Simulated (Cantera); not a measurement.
A Cantera script and what it prints.

```python
import numpy as np
import cantera as ct

gas_names = """
    Cr CrN H H2 N NH NH2 NH3 N2 N2H2 N2H4
""".split()
cond_names = """
    Cr(cr) Cr(L) CrN(s) Cr2N(s)
""".split()


def load(file, names, dense=False):
    # The tables refer to 1 bar. Condensed volumes are neglected.
    table = {s.name: s for s in ct.Species.list_from_file(file)}
    out = []
    for n in names:
        d = dict(table[n].input_data)
        d["thermo"] = dict(d["thermo"], **{"reference-pressure": 1e5})
        if dense:
            d["equation-of-state"] = {"model": "constant-volume", "density": "1e6 g/cm^3"}
        out.append(ct.Species.from_dict(d))
    return out


gas = ct.Solution(thermo="ideal-gas", species=load("nasa_gas.yaml", gas_names))
cond = {s.name: ct.Solution(thermo="fixed-stoichiometry", species=[s], name=s.name)
        for s in load("nasa_condensed.yaml", cond_names, dense=True)}
atoms = {
    'Cr': {'Cr': 1},
    'NH3': {'N': 1, 'H': 3},
    'H2': {'H': 2},
}
top_T = {'CrN(s)': 1900, 'Cr2N(s)': 1900}  # K; cautious upper limits of use, not melting points


def equilibrate(T, P, feed):
    n = {}
    for name, mol in feed.items():
        for a, k in atoms[name].items():
            n[a] = n.get(a, 0.0) + k * mol
    gas.TPX = T, P, n
    mass = sum(n.values()) * gas.mean_molecular_weight
    gas.equilibrate("TP")
    valid = [c for c in cond.values() if c.min_temp <= T <= top_T.get(c.name, c.max_temp)]
    mix = ct.Mixture([(gas, mass / gas.mean_molecular_weight)] + [(c, 0.0) for c in valid])
    mix.T, mix.P = T, P
    mix.equilibrate("TP", solver="vcs", rtol=1e-11, max_steps=5000)
    return mix


results = []
feed = {'Cr': 1, 'NH3': 0.2, 'H2': 90}  # mol
T = 2873  # K
for P in [0.1, 1.5, 22, 320, 4600, 68000, 1000000]:
    mix = equilibrate(T, P, feed)
    results.append((T, P, feed, dict(zip(mix.species_names, mix.species_moles))))

top = {s: max(r[3][s] / sum(r[3][g] for g in gas_names) for r in results) for s in gas_names}
cols = sorted((s for s in top if top[s] > 0.0001), key=lambda s: -top[s])[:9]
seen = [c for c in cond_names if any(r[3].get(c, 0) > 1e-12 for r in results)]
print("log10 of partial pressures in bar; condensed amounts in mol")
print(f"{'P/Pa':>10s}" + "".join(f"{s[:9]:>10s}" for s in cols + seen))
for T, P, feed, n in results:
    ng = sum(n[g] for g in gas_names)
    print(f"{P:10.4g}" + "".join(f"{np.log10(max(n[s] / ng * P / 1e5, 1e-99)):10.3f}" for s in cols)
          + "".join(f"{n.get(c, 0):10.4g}" for c in seen))
```

Result:

```
log10 of partial pressures in bar; condensed amounts in mol
      P/Pa         H        H2        Cr        N2         N
       0.1    -6.003   -10.049    -8.259    -9.314    -9.884
       1.5    -4.827    -7.698    -7.083    -8.097    -9.276
        22    -3.669    -5.380    -5.909    -6.912    -8.684
       320    -2.589    -3.221    -4.679    -5.680    -8.068
      4600    -1.755    -1.553    -3.390    -4.391    -7.423
   6.8e+04    -1.092    -0.228    -2.155    -3.155    -6.805
     1e+06    -0.488     0.980    -0.968    -1.969    -6.212
```

These are equilibrium values from Cantera (NASA tables, ideal gas, pure condensed phases), not measurements of a reactor.
